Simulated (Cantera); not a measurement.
An isothermal, constant-pressure homogeneous reactor starts with N2O : H2O = 1 : 0.064 (molar parts), at 1575 K and 22.5 Torr. Integrator tolerance rtol = 1e-08.

Cantera simulation using GRI-Mech 3.0 (53 species, 325 reactions); the numbers are that mechanism's predictions, not measurements. GRI-Mech 3.0 was tuned for natural gas; its chemistry of N2O as a main component is partial and can be far from experiment. Radical loss at walls, strong at low pressure, is not modelled. The temperature is held fixed by assumption; the heat of reaction is taken as removed at once.

What does this change do: H2O 0.064 to 0.56 parts?


```
quantity                                              before                                      after
-----------------  -----------------------------------------  -----------------------------------------
x(N2O) at 20.0 s     4.34e-6 (gas-phase equilibrium 1.81e-8)    6.49e-7 (gas-phase equilibrium 1.20e-8)
x(H2O) at 20.0 s       0.0408 (gas-phase equilibrium 0.0408)        0.272 (gas-phase equilibrium 0.271)
x(OH) at 20.0 s    0.000235 (gas-phase equilibrium 0.000249)  0.000577 (gas-phase equilibrium 0.000599)
x(NO) at 20.0 s        0.139 (gas-phase equilibrium 0.00193)     0.0719 (gas-phase equilibrium 0.00147)
x(H2O2) at 20.0 s    1.11e-9 (gas-phase equilibrium 1.25e-9)    6.73e-9 (gas-phase equilibrium 7.27e-9)
```

What does this change do: H2O 0.064 to 0.02 parts?


```tsv
quantity	before	after
x(N2O) at 20.0 s	4.34e-6 (gas-phase equilibrium 1.81e-8)	6.39e-6 (gas-phase equilibrium 1.89e-8)
x(H2O) at 20.0 s	0.0408 (gas-phase equilibrium 0.0408)	0.0131 (gas-phase equilibrium 0.0131)
x(OH) at 20.0 s	0.000235 (gas-phase equilibrium 0.000249)	0.000133 (gas-phase equilibrium 0.000142)
x(NO) at 20.0 s	0.139 (gas-phase equilibrium 0.00193)	0.158 (gas-phase equilibrium 0.00199)
x(H2O2) at 20.0 s	1.11e-9 (gas-phase equilibrium 1.25e-9)	3.58e-10 (gas-phase equilibrium 4.08e-10)
```

What does this change do: H2O 0.064 to 0.58 parts?


```json
[
 {"quantity": "x(N2O) at 20.0 s", "before": "4.34e-6 (gas-phase equilibrium 1.81e-8)", "after": "6.18e-7 (gas-phase equilibrium 1.18e-8)"},
 {"quantity": "x(H2O) at 20.0 s", "before": "0.0408 (gas-phase equilibrium 0.0408)", "after": "0.278 (gas-phase equilibrium 0.278)"},
 {"quantity": "x(OH) at 20.0 s", "before": "0.000235 (gas-phase equilibrium 0.000249)", "after": "0.000583 (gas-phase equilibrium 0.000606)"},
 {"quantity": "x(NO) at 20.0 s", "before": "0.139 (gas-phase equilibrium 0.00193)", "after": "0.0706 (gas-phase equilibrium 0.00145)"},
 {"quantity": "x(H2O2) at 20.0 s", "before": "1.11e-9 (gas-phase equilibrium 1.25e-9)", "after": "6.87e-9 (gas-phase equilibrium 7.42e-9)"}
]
```
